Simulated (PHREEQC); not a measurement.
Make-up at 48 °C: 0.0035 mol HF, 0.008 mol NH4F, 0.000345 mol (NH4)2SiF6 and 0.00026 mol H2SO4 per kg of water. Closed to the air; pH follows from the charge balance.

Model: ion-association model, phreeqc.dat, run in PHREEQC.

No solid was allowed to form.

What pH does the model give?

pH 3.64.

In which forms is Si present?

SiF6-2 99 %, H4SiO4 1.0 % of the Si.

Constants without temperature data keep their 25 °C values here. SiF6-2 is the database's only silicon fluoride.
